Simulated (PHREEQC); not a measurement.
PHREEQC input (Pitzer model, pitzer.dat):

```
SOLUTION 1
  temp 25
  units mol/kgw
  pH 7 charge
  Na 1.086
  C(4) 0.027
  S(6) 0.18
  Cl 0.062
END
USE solution 1
INCREMENTAL_REACTIONS false
REACTION 1
  H2O -1
  0 9.886 18.011 24.689 30.178 34.689 38.397 41.444
  43.949 46.007 47.699 49.089 50.232 51.172 51.944 52.578
  53.1 53.528 moles
EQUILIBRIUM_PHASES 1
  Burkeite 0 0
  Halite 0 0
  Mirabilite 0 0
  Nahcolite 0 0
  Natron 0 0
  Thenardite 0 0
  Trona 0 0
SELECTED_OUTPUT 1
  -reset false
  -pH true
  -pe true
  -ionic_strength true
  -water true
  -activities H2O
  -totals C Cl Na S
  -molalities H+ Na+ Cl- CO3-2 SO4-2 OH- HCO3- CO2 HSO4-
  -equilibrium_phases Burkeite Halite Mirabilite Nahcolite Natron Thenardite Trona
PRINT
  -reset false
END
```

Selected output (columns that matter, 15 of 18 rows; water left (kg) added in front):

```
water left (kg)	pH	mu	C	Cl	Na	S	m_Na+	m_Cl-	m_CO3-2	m_SO4-2	la_H2O	Burkeite	Halite	Thenardite
1	13.591	1.293	0.027	0.062	1.086	0.18	1.086	0.062	0.026997	0.18	-0.01318	0	0	0
0.821894	13.68	1.5732	0.032851	0.075436	1.3213	0.21901	1.3213	0.075436	0.032848	0.21901	-0.016097	0	0	0
0.675514	13.772	1.9141	0.03997	0.091782	1.6077	0.26646	1.6077	0.091782	0.039967	0.26646	-0.019727	0	0	0
0.456313	13.975	2.8336	0.05917	0.13587	2.3799	0.39447	2.3799	0.13587	0.059168	0.39447	-0.030075	0	0	0
0.375043	14.088	3.4476	0.071992	0.16531	2.8957	0.47994	2.8957	0.16531	0.07199	0.47994	-0.037531	0	0	0
0.30824	14.213	4.1948	0.087594	0.20114	3.5232	0.58396	3.5232	0.20114	0.087592	0.58396	-0.047287	0	0	0
0.253345	14.353	5.1037	0.10657	0.24473	4.2866	0.71049	4.2866	0.24473	0.10657	0.71049	-0.060273	0	0	0
0.208215	14.512	6.2099	0.12967	0.29777	5.2158	0.86449	5.2158	0.29777	0.12967	0.86449	-0.077894	0	0	0
0.140655	14.895	8.3796	0.19196	0.4408	7.179	1.0087	7.179	0.4408	0.19196	1.0087	-0.12825	0	0	0.038121
0.115613	15.097	8.506	0.21295	0.53627	7.6082	0.68489	7.6082	0.53627	0.21295	0.68489	-0.15405	0.0023798	0	0.096059
0.0950203	15.321	8.6692	0.10823	0.65249	8.1369	0.42413	8.1369	0.65249	0.10823	0.42413	-0.1882	0.016716	0	0.10627
0.0780853	15.617	9.3876	0.044424	0.794	9.1271	0.21612	9.1271	0.794	0.044424	0.21612	-0.24339	0.023531	0	0.11606
0.0527548	16.548	12.661	0.0033855	1.0116	12.632	0.025354	12.632	1.0116	0.0033855	0.025354	-0.46547	0.026821	0.0086359	0.12502
0.0433505	17.238	14.589	0.00073953	0.49529	14.581	0.0066734	14.581	0.49529	0.00073953	0.0066734	-0.64658	0.026968	0.040529	0.12577
0.0356396	18.2	17.293	9.5911e-05	0.17419	17.292	0.00094466	17.292	0.17419	9.5911e-05	0.00094466	-0.94739	0.026997	0.055792	0.12597
```

Species that the database lacks are ignored.
